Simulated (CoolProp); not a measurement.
The fluid at 367.98 K and 5.22 MPa flows at 0.43 m/s in a round tube of 25 mm bore and 45 µm roughness, fully developed (64/Re and Nu = 3.66 if laminar; Colebrook and Gnielinski if turbulent). The same conditions are run with several fluids, on thermodynamics alone (safety and materials aside).

Values from CoolProp's reference Helmholtz-energy equation of state of each fluid (R134a: Tillner-Roth 1994; R227EA: Lemmon 2016; n-nonane: Lemmon 2006; R236EA: Rui 2013; R124: de Vries 1995).

```
fluid     Reynolds number  Darcy friction factor  pressure drop (Pa/m)  heat-transfer coefficient (W/(m² K))  mass flow (kg/h)
--------  ---------------  ---------------------  --------------------  ------------------------------------  ----------------
R134a              117000                 0.0243                  79.7                                  1330               673
R227EA             113000                 0.0244                  97.8                                  1110               824
n-nonane            20900                 0.0292                  71.8                                   772               505
R236EA              72900                 0.0252                   112                                  1070               915
R124                97400                 0.0246                   101                                  1090               842
```

Transport values come from each fluid's own correlations; those of R134a, R227EA, R236EA, R124 are estimates that may be off by 10 % or more.
